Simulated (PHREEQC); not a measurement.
## Silver or lead bath: an equilibrium model

Make-up at 25 °C: 0.053 mol/kgw AgF, 4.1e-05 mol/kgw HF and 0.0008 mol/kgw Na2SO4. It is in equilibrium with CO2 at log p = -1 (atm). Otherwise closed; pH follows from the charge balance.

Computed with PHREEQC (ion-association model, wateq4f.dat).

Precipitation was switched off in this run.

Task: Predict the pH, ionic strength.

Result: pH 5.27; ionic strength 0.0513 mol/kgw.

Task: In which forms is F present?

Result: F- 92 %, AgF 6.8 %, HF 0.6 % of the F.

Complexes and solids missing from the database can't appear.
